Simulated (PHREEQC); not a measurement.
A solution holds 52 mmol/kgw Cu(NO3)2 and 1.8 mmol/kgw HCl, at 25 °C. Closed to the air; pH follows from the charge balance.

All values are PHREEQC results (ion-association model, phreeqc.dat), not measurements.

This is a speciation only: nothing precipitates in the calculation.

Q: What pH, density, specific conductance does the model give?

A: pH 2.84; density 1.005 g/cm³; specific conductance 10300 µS/cm.

Q: In which forms is Cl present?

A: Cl- 95 %, CuCl+ 4.7 % of the Cl.
